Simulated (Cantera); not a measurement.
## Silicon carbide growth: SiCl4 + CH4 + H2 + C2H2

A closed system holds: 1 mol SiCl4, 0.016 mol CH4, 5.4 mol H2, 0.12 mol C2H2, at 1475 K and 4.00 mbar.

These are equilibrium values from Cantera (NASA tables, ideal gas, pure condensed phases), not measurements of a reactor. Candidate condensed phases: C, C6H6, C7H8, C8H18, Si, SiC; 109 gas species. The tables' values for SiCl3 are old estimates; treat these amounts as uncertain. The numbers say what is thermodynamically allowed, not how fast it happens.

* **x(H2)**: 0.577
* **x(HCl)**: 0.323
* **x(SiCl2)**: 0.0898
* **x(SiCl3)**: 0.00708
* **x(SiCl4)**: 0.00190
* **x(SiHCl3)**: 0.000322
* **x(H)**: 0.000156
* **x(Cl)**: 7.07e-5
* **x(SiH2Cl2)**: 8.53e-6
* **n(SiC(s))**: 0.256 mol
* **gas amount**: 7.510 mol
* **log10 activity of Si(s) (absent)**: -0.80
* **log10 activity of C(graphite) (absent)**: -1.38
